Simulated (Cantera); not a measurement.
**Ignition delay**

Mixture: 11.8 % CH4, 0.718 % CO, 15.9 % O2, 59.9 % N2, 11.8 % H2O, at 1.48 atm, adiabatic and at constant pressure. Ignition delay is the time to a rise of 400 K.

Detailed kinetics in Cantera: GRI-Mech 3.0 (53 species, 325 reactions).

| T0 (K) | delay (ms) |
|---|---|
| 1175 | 78.4 |
| 1250 | 28.6 |
| 1325 | 11.0 |
| 1400 | 4.43 |
| 1475 | 1.86 |
| 1550 | 0.820 |
| 1625 | 0.387 |

```json
{
  "apparent activation energy between 1475 and 1625 K": "210 kJ/mol"
}
```
